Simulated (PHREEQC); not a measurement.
A solution holds 0.26 mol/kgw HF and 0.0058 mol/kgw NH4HF2, at 25 °C. It is in equilibrium with CO2 at log p = -3.5 (atm). Otherwise closed; pH follows from the charge balance.

All values are PHREEQC results (ion-association model, phreeqc.dat), not measurements.

No solid was allowed to form.

**Question.** Predict the pH, ionic strength.

**Answer.** pH 1.81; ionic strength 0.0231 mol/kgw.

**Question.** In which forms is F present?

**Answer.** HF 87 %, HF2- 8.1 %, F- 4.5 % of the F.

Species that the database lacks are ignored.
